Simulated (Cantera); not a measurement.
Ta2O5 + CO + H2 (carbothermic reduction)

Charge: 1 mol Ta2O5, 4 mol CO, 4.6 mol H2, at 1800 Torr.

Cantera equilibrium calculation (NASA polynomials, part measured and part estimated; ideal gas, pure solids and liquids). Candidate condensed phases: C, C6H6, C7H8, C8H18, H2O, Ta, TaC, Ta2O5; 113 gas species. Mutual solubility and eutectic melting of coexisting phases are not modelled. TaC: taken at fixed stoichiometry. Condensed phases not in the tables: Ta2C. Equilibrium is a limit: real reactors are often held back by kinetics, nucleation or transport.

From 650 °C to 1050 °C the condensed part is C(graphite) + Ta2O5(s). From 1150 °C to 1650 °C the condensed part is TaC(s) + Ta2O5(s).

```json
[
 {"T (°C)": "650", "x H2": "0.394", "x CO": "0.146", "x H2O": "0.213", "x CO2": "0.160", "x CH4": "0.0869", "x H": "9.92e-11", "x C2H6": "1.62e-6", "x C2H4": "1.50e-7", "n C(graphite)": "1.69", "n Ta2O5(s)": "1.00", "n TaC(s)": "0"},
 {"T (°C)": "750", "x H2": "0.474", "x CO": "0.308", "x H2O": "0.0959", "x CO2": "0.0813", "x CH4": "0.0405", "x H": "1.84e-9", "x C2H6": "7.44e-7", "x C2H4": "3.54e-7", "n C(graphite)": "0.966", "n Ta2O5(s)": "1.00", "n TaC(s)": "0"},
 {"T (°C)": "850", "x H2": "0.506", "x CO": "0.417", "x H2O": "0.0334", "x CO2": "0.0252", "x CH4": "0.0181", "x H": "1.96e-8", "x C2H6": "2.99e-7", "x C2H4": "5.98e-7", "n C(graphite)": "0.324", "n Ta2O5(s)": "1.00", "n TaC(s)": "0"},
 {"T (°C)": "950", "x H2": "0.521", "x CO": "0.453", "x H2O": "0.0114", "x CO2": "0.00677", "x CH4": "0.00866", "x H": "1.40e-7", "x C2H6": "1.28e-7", "x C2H4": "8.72e-7", "n C(graphite)": "0.0793", "n Ta2O5(s)": "1.00", "n TaC(s)": "0"},
 {"T (°C)": "1050", "x H2": "0.527", "x CO": "0.462", "x H2O": "0.00428", "x CO2": "0.00202", "x CH4": "0.00454", "x H": "7.43e-7", "x C2H6": "5.99e-8", "x C2H4": "1.17e-6", "n C(graphite)": "0.0150", "n Ta2O5(s)": "1.00", "n TaC(s)": "0"},
 {"T (°C)": "1150", "x H2": "0.531", "x CO": "0.464", "x H2O": "0.00260", "x CO2": "0.00100", "x CH4": "0.00181", "x H": "3.12e-6", "x C2H6": "1.52e-8", "x C2H4": "7.36e-7", "n C(graphite)": "0", "n Ta2O5(s)": "0.998", "n TaC(s)": "0.00436"},
 {"T (°C)": "1250", "x H2": "0.532", "x CO": "0.464", "x H2O": "0.00305", "x CO2": "0.000991", "x CH4": "0.000442", "x H": "1.09e-5", "x C2H6": "1.37e-9", "x C2H4": "1.46e-7", "n C(graphite)": "0", "n Ta2O5(s)": "0.996", "n TaC(s)": "0.00882"},
 {"T (°C)": "1350", "x H2": "0.532", "x CO": "0.463", "x H2O": "0.00350", "x CO2": "0.000983", "x CH4": "0.000129", "x H": "3.25e-5", "x C2H6": "1.66e-10", "x C2H4": "3.54e-8", "n C(graphite)": "0", "n Ta2O5(s)": "0.995", "n TaC(s)": "0.0107"},
 {"T (°C)": "1450", "x H2": "0.532", "x CO": "0.463", "x H2O": "0.00394", "x CO2": "0.000977", "x CH4": "4.36e-5", "x H": "8.58e-5", "x C2H6": "2.60e-11", "x C2H4": "1.02e-8", "n C(graphite)": "0", "n Ta2O5(s)": "0.994", "n TaC(s)": "0.0119"},
 {"T (°C)": "1550", "x H2": "0.531", "x CO": "0.463", "x H2O": "0.00436", "x CO2": "0.000973", "x CH4": "1.67e-5", "x H": "0.000204", "x C2H6": "5.03e-12", "x C2H4": "3.40e-9", "n C(graphite)": "0", "n Ta2O5(s)": "0.993", "n TaC(s)": "0.0130"},
 {"T (°C)": "1650", "x H2": "0.531", "x CO": "0.463", "x H2O": "0.00477", "x CO2": "0.000969", "x CH4": "7.08e-6", "x H": "0.000443", "x C2H6": "1.16e-12", "x C2H4": "1.28e-9", "n C(graphite)": "0", "n Ta2O5(s)": "0.993", "n TaC(s)": "0.0141"}
]
```
x: gas mole fraction; n: condensed amount in mol.
